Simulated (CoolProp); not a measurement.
Vapour-liquid equilibrium of n-hexane (1) + toluene (2) at 320.5 K; x and y are mole fractions of (1).

The numbers come from the multi-fluid Helmholtz-energy mixture model, Thol 2019 and Lemmon 2006; pair parameters Bell 2016 in CoolProp.

```json
[
 {"x": "0.05", "bubble pressure (MPa)": "0.01419", "y at the bubble point": "0.263", "dew pressure at overall composition x (MPa)": "0.01146", "liquid density (mol/L)": "…"},
 {"x": "0.125", "bubble pressure (MPa)": "…", "y at the bubble point": "0.472", "dew pressure at overall composition x (MPa)": "0.01229", "liquid density (mol/L)": "8.877"},
 {"x": "0.2", "bubble pressure (MPa)": "0.02206", "y at the bubble point": "0.590", "dew pressure at overall composition x (MPa)": "…", "liquid density (mol/L)": "…"},
 {"x": "0.275", "bubble pressure (MPa)": "0.02527", "y at the bubble point": "0.669", "dew pressure at overall composition x (MPa)": "0.01438", "liquid density (mol/L)": "8.586"},
 {"x": "0.35", "bubble pressure (MPa)": "0.02817", "y at the bubble point": "0.727", "dew pressure at overall composition x (MPa)": "0.01570", "liquid density (mol/L)": "8.445"},
 {"x": "0.425", "bubble pressure (MPa)": "0.03084", "y at the bubble point": "0.773", "dew pressure at overall composition x (MPa)": "0.01727", "liquid density (mol/L)": "8.308"},
 {"x": "0.5", "bubble pressure (MPa)": "0.03335", "y at the bubble point": "0.811", "dew pressure at overall composition x (MPa)": "…", "liquid density (mol/L)": "8.174"},
 {"x": "0.575", "bubble pressure (MPa)": "0.03576", "y at the bubble point": "0.844", "dew pressure at overall composition x (MPa)": "…", "liquid density (mol/L)": "8.043"},
 {"x": "0.65", "bubble pressure (MPa)": "0.03810", "y at the bubble point": "0.874", "dew pressure at overall composition x (MPa)": "0.02442", "liquid density (mol/L)": "7.915"},
 {"x": "0.725", "bubble pressure (MPa)": "0.04042", "y at the bubble point": "…", "dew pressure at overall composition x (MPa)": "0.02806", "liquid density (mol/L)": "7.790"},
 {"x": "0.8", "bubble pressure (MPa)": "0.04274", "y at the bubble point": "0.930", "dew pressure at overall composition x (MPa)": "0.03261", "liquid density (mol/L)": "7.669"},
 {"x": "0.875", "bubble pressure (MPa)": "0.04510", "y at the bubble point": "0.956", "dew pressure at overall composition x (MPa)": "0.03814", "liquid density (mol/L)": "7.550"},
 {"x": "0.95", "bubble pressure (MPa)": "0.04749", "y at the bubble point": "…", "dew pressure at overall composition x (MPa)": "0.04453", "liquid density (mol/L)": "7.434"}
]
```

What belongs in the gaps?


- 0.05, liquid density (mol/L): 9.027
- 0.125, bubble pressure (MPa): 0.01841
- 0.2, dew pressure at overall composition x (MPa): 0.01326
- 0.2, liquid density (mol/L): 8.729
- 0.5, dew pressure at overall composition x (MPa): 0.01918
- 0.575, dew pressure at overall composition x (MPa): 0.02151
- 0.725, y at the bubble point: 0.903
- 0.95, y at the bubble point: 0.982

No azeotrope shows between x = 0.05 and 0.95.

Pair parameters are fitted to limited data, so mixtures are less certain than the pure fluids.
